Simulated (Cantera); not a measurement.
Input (Python, Cantera) and output of one run.

```python
import numpy as np
import cantera as ct

gas_names = """
    C CH CH2 CH3 CH2OH CH3O CH4 CH3OH CN CO CO2 COOH C2 C2H CHCO,ketyl C2H2,acetylene C2H2,vinylidene
    CH2CO,ketene C2H3,vinyl CH3CN CH3CO,acetyl C2H4 C2H4O,ethylen CH3CHO,ethanal CH3COOH (HCOOH)2 C2H5
    C2H6 CH3OCH3 C2H5OH CCN CNC C2N2 C2O C3 C3H3,propargyl C3H4,allene C3H4,propyne C3H4,cyclo-
    C3H5,allyl C3H6,propylene C3H6,cyclo- C3H6O C3H7,n-propyl C3H7,i-propyl C3H8 C3H8O,1propanol
    C3H8O,2propanol C3O2 C4 C4H2 C4H4,1,3-cyclo- C4H6,butadiene C4H6,2-butyne C4H6,cyclo- C4H8,1-butene
    C4H8,cis2-buten C4H8,tr2-butene C4H8,isobutene C4H8,cyclo- (CH3COOH)2 C4H9,n-butyl C4H9,i-butyl
    C4H9,s-butyl C4H9,t-butyl C4H10,isobutane C4H10,n-butane C4N2 C5 C5H6,1,3cyclo- C5H8,cyclo-
    C5H10,1-pentene C5H10,cyclo- C5H11,pentyl C5H11,t-pentyl C5H12,n-pentane C5H12,i-pentane
    CH3C(CH3)2CH3 C6H2 C6H5,phenyl C6H5O,phenoxy C6H6 C6H5OH,phenol C6H10,cyclo- C6H12,1-hexene
    C6H12,cyclo- C6H13,n-hexyl C7H7,benzyl C7H8 C7H8O,cresol C7H14,1-heptene C7H15,n-heptyl
    C7H16,n-heptane C8H8,styrene C8H10,ethylbenz C8H16,1-octene C8H17,n-octyl C8H18,isooctane
    C8H18,n-octane C9H19,n-nonyl C10H8,naphthale C10H21,n-decyl C12H9,o-bipheny C12H10,bipheny H HCN HCO
    HCCN HNC HNCO HNO HNO2 HNO3 HO2 H2 HCHO,formaldehy HCOOH H2O H2O2 N NCO NH NH2 NH3 NH2OH NO NO2 NO3
    N2 N2H2 N2H4 N2O O OH O2 O3
""".split()
cond_names = """
    C(gr) C6H6(L) C7H8(L) C8H18(L),n-octa H2O(s) H2O(L)
""".split()


def load(file, names, dense=False):
    # The tables refer to 1 bar. Condensed volumes are neglected.
    table = {s.name: s for s in ct.Species.list_from_file(file)}
    out = []
    for n in names:
        d = dict(table[n].input_data)
        d["thermo"] = dict(d["thermo"], **{"reference-pressure": 1e5})
        if dense:
            d["equation-of-state"] = {"model": "constant-volume", "density": "1e6 g/cm^3"}
        out.append(ct.Species.from_dict(d))
    return out


gas = ct.Solution(thermo="ideal-gas", species=load("nasa_gas.yaml", gas_names))
cond = {s.name: ct.Solution(thermo="fixed-stoichiometry", species=[s], name=s.name)
        for s in load("nasa_condensed.yaml", cond_names, dense=True)}
atoms = {
    'C2H5OH': {'C': 2, 'H': 6, 'O': 1},
    'O2': {'O': 2},
    'N2': {'N': 2},
}
top_T = {'C(gr)': 4500}  # K; cautious upper limits of use, not melting points


def equilibrate(T, P, feed):
    n = {}
    for name, mol in feed.items():
        for a, k in atoms[name].items():
            n[a] = n.get(a, 0.0) + k * mol
    gas.TPX = T, P, n
    mass = sum(n.values()) * gas.mean_molecular_weight
    gas.equilibrate("TP")
    valid = [c for c in cond.values() if c.min_temp <= T <= top_T.get(c.name, c.max_temp)]
    mix = ct.Mixture([(gas, mass / gas.mean_molecular_weight)] + [(c, 0.0) for c in valid])
    mix.T, mix.P = T, P
    mix.equilibrate("TP", solver="vcs", rtol=1e-11, max_steps=5000)
    return mix


results = []
feed = {'C2H5OH': 1, 'O2': 0.25, 'N2': 0.29}  # mol
P = 10000  # Pa
for T in [1323, 1423, 1523, 1623, 1723, 1823, 1923, 2023]:
    mix = equilibrate(T, P, feed)
    results.append((T, P, feed, dict(zip(mix.species_names, mix.species_moles))))

top = {s: max(r[3][s] / sum(r[3][g] for g in gas_names) for r in results) for s in gas_names}
cols = sorted((s for s in top if top[s] > 1e-05), key=lambda s: -top[s])[:7]
seen = [c for c in cond_names if any(r[3].get(c, 0) > 1e-12 for r in results)]
print("log10 of partial pressures in bar; condensed amounts in mol")
print(f"{'T/K':>10s}" + "".join(f"{s[:9]:>10s}" for s in cols + seen))
for T, P, feed, n in results:
    ng = sum(n[g] for g in gas_names)
    print(f"{T:10.4g}" + "".join(f"{np.log10(max(n[s] / ng * P / 1e5, 1e-99)):10.3f}" for s in cols)
          + "".join(f"{n.get(c, 0):10.4g}" for c in seen))
```

Output:

```
log10 of partial pressures in bar; condensed amounts in mol
       T/K        H2        CO        N2         H       HCN C2H2,acet       CH4     C(gr)
      1323    -1.204    -1.504    -2.218    -6.401    -5.302    -7.287    -4.575    0.4994
      1423    -1.203    -1.504    -2.218    -5.779    -4.935    -6.668    -4.826    0.4991
      1523    -1.203    -1.504    -2.219    -5.238    -4.618    -6.131    -5.045    0.4985
      1623    -1.204    -1.504    -2.220    -4.762    -4.340    -5.661    -5.236    0.4973
      1723    -1.204    -1.504    -2.221    -4.341    -4.095    -5.247    -5.405    0.4953
      1823    -1.204    -1.504    -2.223    -3.965    -3.878    -4.879    -5.555     0.492
      1923    -1.206    -1.505    -2.226    -3.629    -3.684    -4.551    -5.691    0.4868
      2023    -1.207    -1.505    -2.231    -3.325    -3.512    -4.256    -5.813    0.4789
```

Equilibrium computed with Cantera from the NASA thermochemical tables; the gas is ideal and each condensed phase is pure.
